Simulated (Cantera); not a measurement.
A perfectly stirred reactor is fed with C₂H₆ : N₂ = 1 : 170 (molar parts), at 30.0 Torr; it is held at 1948 K, and followed from long to short residence time.

Detailed kinetics in Cantera: GRI-Mech 3.0 (53 species, 325 reactions). GRI-Mech 3.0 stops at C3 and has no aromatics, soot or wall deposition, so with more carbon than oxygen in the feed, carbon stays in small species such as C2H2 where larger ones or solid carbon would form. Radical loss at walls, strong at low pressure, is not modelled.

Q: Predict: x(C₂H₆) at τ = 25.0 s; x(C₂H₂) at τ = 25.0 s; x(H) at τ = 25.0 s; x(C₂H₄) at τ = 25.0 s; x(C₂H) at τ = 25.0 s; x(C₂H₆) at τ = 54.0 ms; x(C₂H₂) at τ = 54.0 ms; x(H) at τ = 54.0 ms; x(C₂H₄) at τ = 54.0 ms; x(C₂H) at τ = 54.0 ms.

A: 
```
Quantity                   Value
----------------------  --------
x(C₂H₆) at τ = 25.0 s    1.25e-8
x(C₂H₂) at τ = 25.0 s    0.00333
x(H) at τ = 25.0 s      0.000479
x(C₂H₄) at τ = 25.0 s    6.71e-8
x(C₂H) at τ = 25.0 s     2.20e-6
x(C₂H₆) at τ = 54.0 ms   5.94e-6
x(C₂H₂) at τ = 54.0 ms   0.00512
x(H) at τ = 54.0 ms     0.000449
x(C₂H₄) at τ = 54.0 ms   4.70e-5
x(C₂H) at τ = 54.0 ms    3.44e-6
```
